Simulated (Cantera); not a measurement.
A closed system holds: 1 mol B, 0.45 mol O2, 12 mol H2, 2.3 mol NH3, at 0.00133 bar.

Cantera equilibrium calculation (NASA polynomials, part measured and part estimated; ideal gas, pure solids and liquids). Candidate condensed phases: B, BN, B2O3, B3O3H3, H2O; 39 gas species. Rates play no part. All values below are at 1598 K.

Base state: H2 0.899, N2 0.0615, HBO 0.0257, B2O2 0.00426, B2O3 0.00409, HBO2 0.00291, H 0.00138, BO 0.000898 (mole fractions); condensed: BN(s).

What changes in the equilibrium state with this change: B replaced by B2H6?


```csv
species,before,after
H2,0.899,0.935
N2,0.0615,0.0286
HBO,0.0257,0.0256
B2O3,0.00409,0.00260
HBO2,0.00291,0.00193
H2O,9.85e-5,6.82e-5
B2O2,0.00426,0.00406
BO,0.000898,0.000877
H,0.00138,0.00141
"BN(s), mol",0.220,1.19
```
The feed counts by its element totals alone.
